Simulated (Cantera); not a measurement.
A perfectly stirred reactor is fed with 22.7 % H2, 10.3 % O2, 67.0 % N2, equivalence ratio 1.1, at 100000 Pa; it is adiabatic with a 675 K inlet, and is followed from long to short residence time, starting on the burning branch (τ in s: 0.16, 0.055, 0.019, 0.0068, 0.0024, 0.00084, 0.0003, 0.0001, 3.7e-05, 1.3e-05, 4.6e-06).

Model: GRI-Mech 3.0 (53 species, 325 reactions), integrated in Cantera.

One state of this run: T (K) = 1446; x H2 = 0.0543; x O2 = 0.0237; x OH = 0.00555; x H2O = 0.157; x NO2 = 1.03e-9; x NO = 1.35e-5; x N2O = 3.81e-8. x: mole fraction; the columns are a selection and need not sum to one.

Q: Which value of τ (s) does it belong to?
A) 0.00030
B) 3.7e-5
C) 4.6e-6
D) 1.3e-5

A: B, 3.7e-5
